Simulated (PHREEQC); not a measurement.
1 kg of water holding 0.02 mol/kgw Na2SO4, 0.099 mol/kgw Na2CO3 and 0.0012 mol/kgw Na2B4O7 is evaporated at 25 °C; the solids stay in contact with the brine. CO2 is held at log p = -3.4 (atm). The run lets Burkeite, Mirabilite, Nahcolite, Natron, Thenardite, Trona, Borax, Boric_acid,s, NaBO2:4H2O, NaB5O8:5H2O precipitate or redissolve, and no other solid.

Model: Pitzer model, pitzer.dat, run in PHREEQC.

```csv
water left (kg),ionic strength,water activity,Trona (mol),Mirabilite (mol),Borax (mol),B in solution (mol/kgw),S in solution (mol/kgw),pH
0.9995,0.328,0.994,0,0,0,0.00480,0.0200,9.85
0.5548,0.604,0.990,0,0,0,…,0.0360,9.93
0.3748,0.905,0.986,0,0,0,0.0128,0.0534,9.98
0.208,1.65,0.977,0,0,0,0.0231,0.0961,10.04
0.1155,…,0.961,0,0,0,0.0416,0.173,10.08
0.07797,4.47,0.944,0,0,0,0.0616,0.257,10.11
0.04326,8.08,0.898,0,0,0,0.111,0.462,10.12
0.02287,10.2,…,0.0265,0,0,0.210,0.875,10.08
0.01436,11.1,0.855,0.0436,0,0,0.334,…,10.03
0.004235,12.2,0.841,0.0600,0.0120,0.000497,0.664,1.89,9.97
```

Fill in the missing entries.


- 0.5548, B in solution (mol/kgw): 0.00865
- 0.1155, ionic strength: 3.00
- 0.02287, water activity: 0.867
- 0.01436, S in solution (mol/kgw): 1.39

Complexes and solids missing from the database can't appear.
